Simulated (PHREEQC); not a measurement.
A solution holds 0.68 mol/kgw CsOH and 0.0013 mol/kgw NaAlO2, at 25 °C. Closed to the air; pH follows from the charge balance.

All values are PHREEQC results (ion-association model, wateq4f.dat), not measurements.

This is a speciation only: nothing precipitates in the calculation.

Task: Estimate the pH, activity of water.

Result: pH 13.63; activity of water 0.977.

Species that the database lacks are ignored.
